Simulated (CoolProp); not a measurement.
Vapour-liquid equilibrium of R22 (1) + dimethyl ether (2) at 68.35 °C; x and y are mole fractions of (1).

The numbers come from the multi-fluid Helmholtz-energy mixture model, Kamei 1995 and Wu 2011; pair parameters Bell 2016 in CoolProp.

Give the bubble pressure and the first vapour's composition at x = 0.2, 0.65, 0.95. Is there an azeotrope?

x = 0.2: 1.707 MPa, y = 0.198; x = 0.65: 2.021 MPa, y = 0.745; x = 0.95: 2.744 MPa, y = 0.977. y crosses x between x = 0.2 and 0.35: the model has an azeotrope there.

The pair parameters rest on a limited set of measurements; away from them the model extrapolates.
